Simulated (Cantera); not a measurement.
## Equilibrium for abatement and gas-phase synthesis: H2S + SO2

Feed: 1 mol H2S, 0.0053 mol SO2, equilibrated at 180 Pa.

Cantera equilibrium calculation (NASA polynomials, part measured and part estimated; ideal gas, pure solids and liquids). Candidate condensed phases: H2O, H2SO4, S; 19 gas species. Gases not in the tables: S3 to S7. Rates play no part.

```csv
T (°C),x H2,x S2,x H2S,x SH
952,0.517,0.264,0.209,0.00157
1002,0.549,0.280,0.161,0.00222
1052,0.573,0.292,0.125,0.00302
1102,0.592,0.300,0.0967,0.00397
1152,0.605,0.307,0.0757,0.00510
1202,0.615,0.311,0.0598,0.00641
1252,0.622,0.314,0.0477,0.00789
1302,0.627,0.316,0.0384,0.00957
1352,0.630,0.317,0.0312,0.0114
```
x: gas mole fraction; nothing condenses.

From 952 °C to 1352 °C nothing is condensed.
